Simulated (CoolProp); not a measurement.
Model: reference Helmholtz-energy equation of state, Aleksandrov 2011, in CoolProp. It is a short technical equation, of lower accuracy than the large ones.

### Question
For n-undecane, give the phase and the density (kg/m³), Joule-Thomson coefficient (K/MPa), isothermal compressibility (1/MPa), expansivity (1/kK) at 540 K and 23.9 bar; 610 K and 23.9 bar.

### Answer
- 540 K and 23.9 bar: liquid; density 537, Joule-Thomson coefficient 0.0553, isothermal compressibility 0.00909, expansivity 2.03
- 610 K and 23.9 bar: liquid; density 440, Joule-Thomson coefficient 1.03, isothermal compressibility 0.0396, expansivity 4.33
